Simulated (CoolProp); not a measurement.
Vapour-liquid equilibrium of ethylene (1) + isobutane (2) at 0.417 MPa; x and y are mole fractions of (1).

Values from CoolProp's multi-fluid Helmholtz-energy mixture model, Smukala 2000 and Bücker 2006; pair parameters Bell 2016.

Question: Give the bubble temperature and the first vapour's composition at x = 0.05, 0.125, 0.875. Is there an azeotrope?

Answer: x = 0.05: 287.6 K, y = 0.392; x = 0.125: 266.6 K, y = 0.715; x = 0.875: 201.4 K, y = 0.998. No azeotrope shows between x = 0.05 and 0.95.

Pair parameters are fitted to limited data, so mixtures are less certain than the pure fluids.
